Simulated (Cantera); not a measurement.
Feed: 1 mol Al(CH3)3, 3.8 mol H2O, 35 mol N2, equilibrated at 1.50 Torr.

These are equilibrium values from Cantera (NASA tables, ideal gas, pure condensed phases), not measurements of a reactor. Candidate condensed phases: Al, AlN, Al2O3, C, C6H6, C7H8, C8H18, H2O; 148 gas species. The feed counts by its element totals alone. Equilibrium is a limit: real reactors are often held back by kinetics, nucleation or transport.

Over these rows the condensed part is Al2O3(s) + C(graphite). Partial pressures as log10 of bar:

| T (K) | 1000/T (1/K) | log p HCN | log p N2 | log p H2 | log p CO |
|---|---|---|---|---|---|
| 925 | 1.0811 | -8.98 | -2.81 | -3.44 | -4.00 |
| 975 | 1.0256 | -8.59 | -2.81 | -3.44 | -4.00 |
| 1025 | 0.9756 | -8.24 | -2.81 | -3.44 | -4.00 |
| 1075 | 0.9302 | -7.93 | -2.81 | -3.44 | -4.00 |
| 1125 | 0.8889 | -7.64 | -2.81 | -3.44 | -4.00 |
| 1175 | 0.8511 | ? | -2.81 | -3.44 | -4.00 |

**Question.** Fit log p(HCN) = a + b·(1000/T) to the five rows, give the apparent enthalpy, and predict the row at 1175 K.

**Answer.** Means: 1000/T = 0.9803, log p = -8.276. Sxy = -0.160822, Sxx = 0.0230988, so b = -6.96 and a = -8.276 − (-6.96)×0.9803 = -1.45.
Apparent enthalpy: −19.145 × (-6.96) = 133 kJ/mol. With the condensed phases at unit activity, C(graphite) + 1/2 N2(g) + 1/2 H2(g) = HCN(g) links this pressure to the main gases: over the six rows their terms move log p by +0.00 in all, so the slope is close to that reaction's ΔH°. The five rows lie within 0.01 of the line.
Prediction at 1175 K: -1.45 + (-6.96)×0.8511 = -7.37. The computed value is -7.38, 0.01 from the line.
